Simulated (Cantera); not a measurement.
A perfectly stirred reactor is fed with 3.47 % H₂, 96.5 % O₂, at 5.85 Torr; it is held at 1273 K, and followed from long to short residence time.

Computed with Cantera and the H2/O2 subset of GRI-Mech 3.0, which has no nitrogen chemistry. Radical loss at walls, strong at low pressure, is not modelled. The temperature is held fixed by assumption; the heat of reaction is taken as removed at once.

One state of this run: x H₂ = 0.00106; x O₂ = 0.940; x H₂O₂ = 3.97e-8; x O = 0.0222; x HO₂ = 1.24e-6; x H₂O = 0.0304. x: mole fraction; the columns are a selection and need not sum to one.

Problem. Which value of τ (s) does it belong to?
A. 0.013
B. 0.029
C. 0.29
D. 0.62

Solution. B, 0.029
